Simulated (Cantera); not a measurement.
A closed system holds: 1 mol SiC, 0.55 mol O2, 10 mol H2, held at 0.100 bar.

Method: chemical equilibrium by Gibbs-energy minimisation in Cantera with the NASA 1993 tables (ideal gas, pure condensed phases). Candidate condensed phases: C, C6H6, C7H8, C8H18, H2O, Si, SiC, SiO2; 123 gas species. Mutual solubility and eutectic melting of coexisting phases are not modelled. The tables hold silica as quartz up to 1696 K and as liquid above; real silica turns to tridymite and cristobalite and melts near 1996 K. Gases not in the tables: Si2H6 and higher silanes. Rates play no part.

### Question
What share of the Si ends up in condensed phases as a function of T (K), at 1498, 1573, 1648, 1723, 1798, 1873, 1948, 2023, 2098, 2173?

### Answer
```
T (K)  Si condensed (%)                       as
-----  ----------------  -----------------------
1498               99.2  SiC(s) + SiO2(β-quartz)
1573               95.0  SiC(s) + SiO2(β-quartz)
1648               74.6  SiC(s) + SiO2(β-quartz)
1723               45.0                   SiC(s)
1798               45.0                   SiC(s)
1873               45.0                   SiC(s)
1948               44.9                   SiC(s)
2023               44.7                   SiC(s)
2098               44.2                   SiC(s)
2173               43.1                   SiC(s)
```
